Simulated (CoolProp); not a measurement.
Model: reference Helmholtz-energy equation of state, Lemmon 2006, in CoolProp. It is a short technical equation, of lower accuracy than the large ones.

### Question
Give the vapour pressure (MPa), vapour density (kg/m³), enthalpy of vaporisation (kJ/kg), surface tension (mN/m) of saturated n-decane at 433.2, 474.8, 486.7 K.

### Answer
| T (K) | p (MPa) | vapour density (kg/m³) | enthalpy of vaporisation (kJ/kg) | surface tension (mN/m) |
|---|---|---|---|---|
| 433.2 | 0.0699 | 2.90 | 285 | 11.5 |
| 474.8 | 0.194 | 7.79 | 258 | 8.28 |
| 486.7 | 0.251 | 10.0 | 249 | 7.40 |

Surface tension comes from a separate correlation (Mulero 2012).
